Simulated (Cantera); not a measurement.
A perfectly stirred reactor is fed with 40.5 % H₂, 33.8 % O₂, 25.7 % N₂, at 0.612 atm; it is held at 1175 K, and followed from long to short residence time.

Computed with Cantera and GRI-Mech 3.0 (53 species, 325 reactions). The temperature is held fixed by assumption; the heat of reaction is taken as removed at once.

x: mole fraction; the columns are a selection and need not sum to one.

```json
[
 {"τ (s)": "2.6", "x H₂": "0.000506", "x O₂": "0.170", "x H₂O": "0.508", "x HO₂": "1.89e-5", "x OH": "3.19e-5", "x NO": "2.37e-8"},
 {"τ (s)": "1.1", "x H₂": "0.000873", "x O₂": "0.170", "x H₂O": "0.507", "x HO₂": "3.02e-5", "x OH": "4.35e-5", "x NO": "2.61e-8"},
 {"τ (s)": "0.51", "x H₂": "0.00139", "x O₂": "0.170", "x H₂O": "0.507", "x HO₂": "4.40e-5", "x OH": "5.84e-5", "x NO": "2.65e-8"},
 {"τ (s)": "0.23", "x H₂": "0.00219", "x O₂": "0.170", "x H₂O": "0.506", "x HO₂": "6.24e-5", "x OH": "8.13e-5", "x NO": "2.60e-8"},
 {"τ (s)": "0.10", "x H₂": "0.00341", "x O₂": "0.171", "x H₂O": "0.504", "x HO₂": "8.52e-5", "x OH": "0.000119", "x NO": "2.59e-8"},
 {"τ (s)": "0.045", "x H₂": "…", "x O₂": "0.171", "x H₂O": "0.502", "x HO₂": "…", "x OH": "…", "x NO": "…"},
 {"τ (s)": "0.020", "x H₂": "0.00728", "x O₂": "0.172", "x H₂O": "0.499", "x HO₂": "0.000135", "x OH": "0.000271", "x NO": "3.55e-8"},
 {"τ (s)": "0.0090", "x H₂": "…", "x O₂": "0.173", "x H₂O": "0.495", "x HO₂": "…", "x OH": "…", "x NO": "…"}
]
```

Q: What belongs in the gaps?

A: 
- 0.045, x H₂: 0.00503
- 0.045, x HO₂: 0.000109
- 0.045, x OH: 0.000177
- 0.045, x NO: 2.82e-8
- 0.0090, x H₂: 0.0104
- 0.0090, x HO₂: 0.000161
- 0.0090, x OH: 0.000415
- 0.0090, x NO: 5.11e-8
